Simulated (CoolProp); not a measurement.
The numbers come from the reference Helmholtz-energy equation of state, Bücker 2006 in CoolProp.

Give the vapour pressure (kPa), vapour density (kg/m³), enthalpy of vaporisation (kJ/kg), surface tension (mN/m) of saturated isobutane at 61.25, 109.05 °C.


```csv
T (°C),p (kPa),vapour density (kg/m³),enthalpy of vaporisation (kJ/kg),surface tension (mN/m)
61.25,895,23.1,283,6.10
109.05,2340,70.6,187,1.61
```

Surface tension comes from a separate correlation (Mulero 2012).
